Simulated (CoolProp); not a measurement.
Water at 665.65 K and 7.71 MPa flows at 0.78 m/s in a round tube of 1 mm bore and 45 µm roughness, fully developed (64/Re and Nu = 3.66 if laminar; Colebrook and Gnielinski if turbulent). Each further row changes one setting.

The numbers come from the reference Helmholtz-energy equation of state, Wagner 2002 in CoolProp.

```tsv
case	Reynolds number	Darcy friction factor	pressure drop (Pa/m)	heat-transfer coefficient (W/(m² K))	mass flow (kg/h)
as stated	919	0.0696	602	235	0.0627
velocity 1.56 m/s	1840	0.0348	1200	235	0.125
diameter 2 mm	1840	0.0348	150	117	0.251
```

Viscosity comes from a separate model (Huber 2009). Thermal conductivity comes from a separate model (Huber 2012).
